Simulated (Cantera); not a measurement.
Charge: 1 mol Fe2O3, 2.7 mol CO, 0.57 mol N2, equilibrated at 24.0 Torr.

Cantera equilibrium calculation (NASA polynomials, part measured and part estimated; ideal gas, pure solids and liquids). Candidate condensed phases: C, Fe, Fe(CO)5, FeO, Fe2O3, Fe3O4; 27 gas species. The tables' stoichiometric FeO is somewhat more stable than real wüstite, so its field is too wide. FeO: taken at fixed stoichiometry. Rates play no part.

### Question
Which condensed phases are stable at each of these points (T (K)): 1350, 1425, 1500, 1575, 1650, 1725, 1800?

### Answer
```
T (K)  condensed phases  Fe condensed (%)
-----  ----------------  ----------------
1350             FeO(s)             100.0
1425             FeO(s)             100.0
1500             FeO(s)             100.0
1575             FeO(s)             100.0
1650             FeO(l)             100.0
1725             FeO(l)             100.0
1800             FeO(l)             100.0
```

From 1350 K to 1575 K the condensed part is FeO(s). From 1650 K to 1800 K the condensed part is FeO(l).
